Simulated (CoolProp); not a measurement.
Vapour-liquid equilibrium of ethanol (1) + cyclohexane (2) at 2.13 MPa; x and y are mole fractions of (1).

Model: multi-fluid Helmholtz-energy mixture model, Schroeder 2014 and Zhou 2014; pair parameters Bell 2016, in CoolProp.

| x | bubble temperature, mixture model (K) | bubble temperature, Raoult's law (K) | y, mixture model | y, Raoult's law |
|---|---|---|---|---|
| 0.05 | 491.5 | 499.1 | 0.149 | 0.113 |
| 0.15 | 475.6 | 491.1 | 0.347 | 0.293 |
| 0.25 | 466.9 | 484.6 | 0.459 | 0.434 |
| 0.35 | 461.9 | 479.1 | 0.533 | 0.549 |
| 0.45 | 458.9 | 474.4 | 0.589 | 0.645 |
| 0.55 | 456.8 | 470.3 | 0.642 | 0.728 |
| 0.65 | 455.6 | 466.7 | 0.696 | 0.801 |
| 0.75 | 454.9 | 463.4 | 0.761 | 0.865 |
| 0.85 | 455.0 | 460.5 | 0.840 | 0.923 |
| 0.95 | 455.8 | 457.8 | 0.941 | 0.975 |

The largest gap from Raoult's law is -17.7 K in bubble temperature, at x = 0.25. y crosses x between x = 0.75 and 0.85: the model has an azeotrope there.

The pair parameters rest on a limited set of measurements; away from them the model extrapolates.
